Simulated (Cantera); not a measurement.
A perfectly stirred reactor is fed with CO : H₂ : CH₄ : O₂ : N₂ = 1 : 1 : 0.15 : 2.6 : 7 (molar parts), at 7.50 atm; it is adiabatic with a 475 K inlet, and is followed from long to short residence time, starting on the burning branch (τ in s: 0.051, 0.027, 0.014, 0.0076, 0.0041, 0.0022, 0.0011, 0.00061, 0.00033, 0.00017, 9.2e-05, 4.9e-05).

Cantera simulation using GRI-Mech 3.0 (53 species, 325 reactions); the numbers are that mechanism's predictions, not measurements.

Task: Predict: blow-out, bracketed by the residence times tried; x(CO) at τ = 51.0 ms; x(H₂) at τ = 51.0 ms; x(CH₄) at τ = 51.0 ms; x(CO₂) at τ = 51.0 ms; x(H₂O) at τ = 51.0 ms; x(CO) at τ = 1.10 ms; x(H₂) at τ = 1.10 ms; x(CH₄) at τ = 1.10 ms; x(CO₂) at τ = 1.10 ms; x(H₂O) at τ = 1.10 ms.

Result: 
```
Property                                                                          Result
------------------------------------------------  --------------------------------------
blow-out, bracketed by the residence times tried  burning at 49.0 µs, the shortest tried
x(CO) at τ = 51.0 ms                                                            0.000341
x(H₂) at τ = 51.0 ms                                                             7.02e-5
x(CH₄) at τ = 51.0 ms                                                            3.86e-7
x(CO₂) at τ = 51.0 ms                                                              0.107
x(H₂O) at τ = 51.0 ms                                                              0.120
x(CO) at τ = 1.10 ms                                                             0.00237
x(H₂) at τ = 1.10 ms                                                            0.000315
x(CH₄) at τ = 1.10 ms                                                            9.14e-6
x(CO₂) at τ = 1.10 ms                                                              0.104
x(H₂O) at τ = 1.10 ms                                                              0.119
```
